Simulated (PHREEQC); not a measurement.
Consider water at 25 °C with 0.13 mmol/kgw HNO3, 0.63 mmol/kgw K2SO4 and 0.0085 mmol/kgw H3BO3. Closed to the air; pH follows from the charge balance.

The numbers come from PHREEQC with the ion-association model, wateq4f.dat.

Question: The ionic strength comes out as 0.00200 mol/kgw. What activity coefficients do NO3-, SO4-2, KSO4-, K+, HSO4- get?

Answer: NO3- 0.95, SO4-2 0.82, KSO4- 0.95, K+ 0.95, HSO4- 0.95.

No solid was allowed to form.
